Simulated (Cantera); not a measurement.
A closed system holds: 1 mol trisilylamine, 29 mol NH₃, 99 mol H₂.

Method: chemical equilibrium by Gibbs-energy minimisation in Cantera with the NASA 1993 tables (ideal gas, pure condensed phases). Candidate condensed phases: Si, Si₃N₄; 18 gas species. The feed counts by its element totals alone. Rates play no part.

Task: What condenses at these points (T in K, P in Pa): (1575, 710); (1650, 5); (1350, 19000); (1725, 140); (1200, 140); (1800, 5)?

Result: 
```csv
T (K),P in Pa,condensed phases,Si condensed (%)
1575,710,Si₃N₄,100.0
1650,5,Si,69.9
1350,19000,Si₃N₄,100.0
1725,140,Si,95.6
1200,140,Si₃N₄,100.0
1800,5,gas only,0.0
```
